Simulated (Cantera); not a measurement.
# Stirred combustor or abatement burner

A perfectly stirred reactor is fed with 7.58 % CH₃OH, 24.2 % O₂, 68.2 % N₂, at 1.30 bar; it is adiabatic with a 500 K inlet, and is followed from long to short residence time, starting on the burning branch (τ in s: 0.029, 0.0093, 0.003, 0.00097, 0.00031, 0.0001, 3.3e-05, 1.1e-05, 3.4e-06).

Detailed kinetics in Cantera: GRI-Mech 3.0 (53 species, 325 reactions). GRI-Mech 3.0 was tuned for natural gas; its chemistry of methanol as a main component is partial and can be far from experiment.

| τ (s) | T (K) | x CH₃OH | x O₂ | x HO₂ | x HCN | x CO | x NO |
|---|---|---|---|---|---|---|---|
| 0.029 | 1834 | 6.85e-6 | 0.123 | 4.33e-6 | 9.74e-11 | 0.000618 | 1.46e-5 |
| 0.0093 | 1823 | 1.48e-5 | 0.123 | 8.70e-6 | 1.28e-10 | 0.00131 | 1.02e-5 |
| 0.0030 | 1805 | 3.19e-5 | 0.124 | 1.84e-5 | 2.41e-10 | 0.00276 | 6.57e-6 |
| 0.00097 | 1770 | 7.27e-5 | 0.125 | 4.09e-5 | 6.51e-10 | 0.00594 | 3.60e-6 |
| 0.00031 | 1696 | 0.000224 | 0.129 | 0.000116 | 1.86e-9 | 0.0145 | 1.22e-6 |
| 0.00010 | 500 | 0.0758 | 0.242 | <1e-12 | <1e-12 | <1e-12 | <1e-12 |
| 3.3e-5 | 500 | 0.0758 | 0.242 | <1e-12 | <1e-12 | <1e-12 | <1e-12 |
| 1.1e-5 | 500 | 0.0758 | 0.242 | <1e-12 | <1e-12 | <1e-12 | <1e-12 |
| 3.4e-6 | 500 | 0.0758 | 0.242 | <1e-12 | <1e-12 | <1e-12 | <1e-12 |
x: mole fraction; the columns are a selection and need not sum to one.
